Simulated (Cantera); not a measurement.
A perfectly stirred reactor is fed with 46.5 % CH4, 51.1 % CO2, 2.37 % H2, at 1300000 Pa; it is held at 1423 K, and followed from long to short residence time.

Computed with Cantera and GRI-Mech 3.0 (53 species, 325 reactions). The pressure lies above the range GRI-Mech 3.0 was tuned for (to about 10 atm).

x: mole fraction; the columns are a selection and need not sum to one.

| τ (s) | x CH4 | x CO2 | x H2 | x H | x C2H4 | x CO |
|---|---|---|---|---|---|---|
| 3.6 | 0.203 | 0.224 | 0.101 | 5.33e-7 | 0.0342 | 0.227 |
| 0.98 | 0.250 | 0.304 | 0.0876 | 3.93e-7 | 0.0316 | 0.148 |
| 0.27 | [?] | [?] | [?] | [?] | [?] | [?] |
| 0.073 | 0.424 | 0.490 | 0.0498 | 1.56e-7 | 0.00694 | 0.0105 |
| 0.020 | 0.453 | 0.507 | 0.0314 | 9.77e-8 | 0.00265 | 0.00187 |
| 0.0054 | 0.462 | 0.511 | 0.0254 | 7.15e-8 | 0.000605 | 0.000373 |
| 0.0015 | 0.464 | 0.511 | 0.0241 | 5.65e-8 | 7.69e-5 | 8.17e-5 |
| 0.00040 | 0.465 | 0.511 | 0.0238 | [?] | [?] | [?] |

Problem. Complete the blanks.

Solution. 
- 0.27, x CH4: 0.352
- 0.27, x CO2: 0.425
- 0.27, x H2: 0.0757
- 0.27, x H: 2.59e-7
- 0.27, x C2H4: 0.0174
- 0.27, x CO: 0.0535
- 0.00040, x H: 4.74e-8
- 0.00040, x C2H4: 7.86e-6
- 0.00040, x CO: 1.82e-5
